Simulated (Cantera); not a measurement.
What does this Cantera script print?

```python
import numpy as np
import cantera as ct

gas = ct.Solution("gri30.yaml")
gas.TPX = 425, 220000, {'H2': 1, 'O2': 0.61, 'N2': 2.29, 'NO': 0.0044}
inlet = ct.Reservoir(gas, clone=True)
gas.equilibrate("HP")  # start burning
reactor = ct.IdealGasConstPressureReactor(gas, energy="on", clone=False)
exhaust = ct.Reservoir(gas, clone=True)
tau = [0.074, 0.036, 0.018, 0.0089, 0.0044, 0.0022, 0.0011, 0.00054, 0.00027, 0.00013, 6.5e-05, 3.2e-05][0]
for a, b in ((inlet, reactor), (reactor, exhaust)):
    ct.MassFlowController(a, b, mdot=lambda t: reactor.mass / tau)
net = ct.ReactorNet([reactor])
show = ['H2', 'O2', 'NO', 'H', 'NO2']

rows = []
print(f"{'tau/s':>10s}{'T/K':>9s}" + "".join(f"{s:>11s}" for s in show))
for tau in [0.074, 0.036, 0.018, 0.0089, 0.0044, 0.0022, 0.0011, 0.00054, 0.00027, 0.00013, 6.5e-05, 3.2e-05]:
    net.initial_time = 0.0
    net.advance(30 * tau)
    before = gas.X
    net.advance(40 * tau)
    drift = np.max(np.abs(gas.X - before) / (gas.X + 1e-9))
    rows.append([gas.T, *gas[show].X, drift])
    print(f"{tau:10.3e}{gas.T:9.1f}" + "".join(f"{x:11.3e}" for x in gas[show].X))
```

Output:

```
     tau/s      T/K         H2         O2         NO          H        NO2
 7.400e-02   2291.7  2.343e-03  3.040e-02  3.661e-03  3.209e-04  2.330e-06
 3.600e-02   2291.5  2.460e-03  3.077e-02  2.945e-03  3.456e-04  1.886e-06
 1.800e-02   2289.8  2.676e-03  3.108e-02  2.355e-03  3.914e-04  1.518e-06
 8.900e-03   2285.1  3.091e-03  3.135e-02  1.941e-03  4.838e-04  1.253e-06
 4.400e-03   2275.5  3.850e-03  3.161e-02  1.689e-03  6.717e-04  1.076e-06
 2.200e-03   2258.7  5.130e-03  3.195e-02  1.541e-03  1.042e-03  9.381e-07
 1.100e-03   2231.6  7.140e-03  3.251e-02  1.447e-03  1.755e-03  8.041e-07
 5.400e-04   2189.9  1.011e-02  3.344e-02  1.383e-03  3.102e-03  6.750e-07
 2.700e-04   2132.7  1.393e-02  3.483e-02  1.342e-03  5.357e-03  5.734e-07
 1.300e-04   2052.1  1.878e-02  3.690e-02  1.314e-03  9.181e-03  4.987e-07
 6.500e-05   1955.4  2.397e-02  3.956e-02  1.296e-03  1.454e-02  4.545e-07
 3.200e-05   1836.6  2.991e-02  4.322e-02  1.276e-03  2.185e-02  4.283e-07
```

Detailed kinetics in Cantera: GRI-Mech 3.0 (53 species, 325 reactions). The hydrogen kinetics of GRI-Mech 3.0 are dated; newer H2 mechanisms differ, most at raised pressure. The mechanism lacks 2 NO + O2 → 2 NO2 and HONO, so NO2 and the effect of NO are under-described below about 1400 K.
